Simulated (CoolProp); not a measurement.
A simple Rankine cycle with n-perfluorobutane: condensing at 306.15 K, boiler at 1.83 MPa, turbine inlet 379.6 K, turbine efficiency 0.75, pump efficiency 0.7, no recuperator. Each further row changes one setting.

The numbers come from the reference Helmholtz-energy equation of state, Gao 2022 in CoolProp.

| case | thermal efficiency (%) | net work (kJ/kg) | heat in (kJ/kg) | turbine exit temperature (K) | volume ratio over the turbine |
|---|---|---|---|---|---|
| as stated | 8.4 | 11.2 | 134 | 347.1 | ___ |
| turbine inlet 399.6 K | 8.1 | ___ | 158 | ___ | 6.59 |
| condensing temperature 298.15 K | 9.2 | 13.2 | 143 | 344.1 | ___ |
| boiler pressure 1.28 MPa | 7.0 | 10.0 | 144 | 358.7 | ___ |
| turbine efficiency 0.65 | 7.1 | 9.51 | 134 | ___ | 7.70 |

### Question
Fill in the missing entries.

### Answer

- as stated, volume ratio over the turbine: 7.65
- turbine inlet 399.6 K, net work (kJ/kg): 12.8
- turbine inlet 399.6 K, turbine exit temperature (K): 370.9
- condensing temperature 298.15 K, volume ratio over the turbine: 9.89
- boiler pressure 1.28 MPa, volume ratio over the turbine: 4.32
- turbine efficiency 0.65, turbine exit temperature (K): 349.0
